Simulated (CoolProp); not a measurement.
Ammonia at 472.11 K and 0.352 MPa is throttled through a valve to 0.0528 MPa with no heat exchange. Each further row changes one setting.

Values from CoolProp's reference Helmholtz-energy equation of state, Gao 2020.

```json
[
 {"case": "as stated", "temperature change (K)": "-2.0", "final density (kg/m³)": "0.230"},
 {"case": "outlet pressure 0.0158 MPa", "temperature change (K)": "-2.2", "final density (kg/m³)": "0.0689"},
 {"case": "outlet pressure 0.0686 MPa", "temperature change (K)": "-1.9", "final density (kg/m³)": "0.299"}
]
```
